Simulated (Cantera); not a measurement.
## Equilibrium for aluminium nitride and oxide growth: AlI₃ + N₂ + H₂ + NH₃

Charge: 1 mol AlI₃, 22 mol N₂, 4 mol H₂, 16 mol NH₃.

Cantera equilibrium calculation (NASA polynomials, part measured and part estimated; ideal gas, pure solids and liquids). Candidate condensed phases: Al, AlI₃, AlN, I₂; 19 gas species. Equilibrium is a limit: real reactors are often held back by kinetics, nucleation or transport.

Stable condensed phases:

```
T in K \ P in Pa
             10     32    100    320   1000   3200  10000  32000 100000
   2198       A      A      A      A      A      A      A      A      A
   2098       A      A      A      A      A      A      A      A      A
   1998       A      A      A      A      A      A      A      A      B
   1898       A      A      A      A      A      A      A      B      B
   1798       A      A      A      A      A      B      B      B      B
   1698       A      A      A      A      B      B      B      B      B
   1598       A      A      B      B      B      B      B      B      B
   1498       B      B      B      B      B      B      B      B      B
   1398       B      B      B      B      B      B      B      B      B
   1298       B      B      B      B      B      B      B      B      B
   1198       B      B      B      B      B      B      B      B      B
   1098       B      B      B      B      B      B      B      B      B
    998       B      B      B      B      B      B      B      B      B
    898       B      B      B      B      B      B      B      B      B
```

A: gas only; B: AlN.
